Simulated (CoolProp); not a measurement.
Saturation properties of R11.

Values from CoolProp's reference Helmholtz-energy equation of state, Jacobsen 1992.

```json
[
 {"T (°C)": "72.05", "p (MPa)": "0.4300", "vapour density (kg/m³)": "22.85", "liquid viscosity (µPa s)": "280"},
 {"T (°C)": "77.45", "p (MPa)": "0.4918", "vapour density (kg/m³)": "26.02", "liquid viscosity (µPa s)": "267"},
 {"T (°C)": "82.75", "p (MPa)": "0.5587", "vapour density (kg/m³)": "29.45", "liquid viscosity (µPa s)": "255"},
 {"T (°C)": "88.15", "p (MPa)": "0.6336", "vapour density (kg/m³)": "33.32", "liquid viscosity (µPa s)": "243"},
 {"T (°C)": "93.55", "p (MPa)": "0.7158", "vapour density (kg/m³)": "37.58", "liquid viscosity (µPa s)": "232"},
 {"T (°C)": "98.85", "p (MPa)": "___", "vapour density (kg/m³)": "___", "liquid viscosity (µPa s)": "221"},
 {"T (°C)": "104.25", "p (MPa)": "0.9015", "vapour density (kg/m³)": "47.37", "liquid viscosity (µPa s)": "211"},
 {"T (°C)": "109.55", "p (MPa)": "1.006", "vapour density (kg/m³)": "52.97", "liquid viscosity (µPa s)": "201"},
 {"T (°C)": "114.95", "p (MPa)": "1.120", "vapour density (kg/m³)": "59.24", "liquid viscosity (µPa s)": "191"},
 {"T (°C)": "120.35", "p (MPa)": "___", "vapour density (kg/m³)": "66.16", "liquid viscosity (µPa s)": "182"}
]
```

Problem. Complete the blanks.

Solution. 
- 98.85, p (MPa): 0.8038
- 98.85, vapour density (kg/m³): 42.20
- 120.35, p (MPa): 1.245

It boils at 23.7 °C under 1 atm.

Viscosity comes from a separate model (Klein 1997), an estimate that may be off by 10 % or more.
